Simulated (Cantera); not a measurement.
## Thermodynamics of silicon epitaxy and polysilicon growth, feed SiHCl₃ + N₂

A closed system holds: 1 mol SiHCl₃, 43 mol N₂, held at 927 °C and 7.50 Torr.

These are equilibrium values from Cantera (NASA tables, ideal gas, pure condensed phases), not measurements of a reactor. Candidate condensed phases: NH₄Cl, Si, Si₃N₄; 28 gas species. N₂ is the only nitrogen source here; it is nearly inert below about 1500 K, so the nitride shown seldom forms there in practice. The tables' values for SiCl₃ are old estimates; treat these amounts as uncertain. The numbers say what is thermodynamically allowed, not how fast it happens.

The x(N₂) is 0.966 and the x(HCl) comes out as 0.0211. The x(SiCl₄) is 0.0111 and the x(H₂) comes out as 0.000781. The x(SiCl₃) is 0.000591. The x(SiCl₂) is 0.000276. The x(SiHCl₃) is 1.12e-5 and the x(Cl) is 1.29e-6. The n(Si₃N₄(s)) is 0.157 mol. The gas amount is 44.18 mol and the log10 activity of Si(s) (absent) is -3.69.
